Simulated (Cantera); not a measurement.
A freely propagating, adiabatic, planar premixed flame of CO : H2 : CH4 : O2 : N2 : H2O = 1 : 1.2 : 0.82 : 2.49 : 9.71 : 3.8 (molar parts), unburnt at 525 K and 100.0 Torr; mixture-averaged transport, grid criteria slope 0.08 and curve 0.16, no radiation.

Model: GRI-Mech 3.0 (53 species, 325 reactions), integrated in Cantera. Burning velocities carry a grid error of a few per cent, more on coarse grids.

Problem. What does this change do: inlet temperature 525 to 600 K?

Solution. 
| quantity | before | after |
|---|---|---|
| laminar burning velocity | 153 cm/s | 201 cm/s |
| thermal thickness | 2.83 mm | 2.73 mm |
| peak x(O) | 0.00426 | 0.00480 |
| peak x(HCO) | 3.46e-5 | 3.96e-5 |
| peak x(C2H6) | 0.000164 | 0.000186 |

Problem. What does this change do: N2 9.71 to 7.6 parts?

Solution. 
```
quantity                    before     after
------------------------  --------  --------
laminar burning velocity  153 cm/s  190 cm/s
thermal thickness          2.83 mm   2.47 mm
peak x(O)                  0.00426   0.00548
peak x(HCO)                3.46e-5   4.74e-5
peak x(C2H6)              0.000164  0.000185
```
